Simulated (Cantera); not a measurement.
An isothermal, constant-pressure homogeneous reactor starts with 23.3 % NH3, 76.7 % H2, at 2350 K and 1300 Pa.

Detailed kinetics in Cantera: the gas-phase N/H chemistry of the illustrative SiF4/NH3 mechanism in the Surface Chemkin manual (1991). Walls and surfaces, which speed up NH3 decomposition in real reactors, are not modelled.

One state of this run: x NH3 = 6.25e-8; x H2 = 0.812; x N2H2 = <1e-12; x H = 0.0982; x NH = 6.05e-8; x NH2 = 2.42e-8. x: mole fraction; the columns are a selection and need not sum to one.

Q: Which value of t (s) does it belong to?
A) 3.00e-6
B) 0.0363
C) 4.00
D) 0.00158

A: C, 4.00
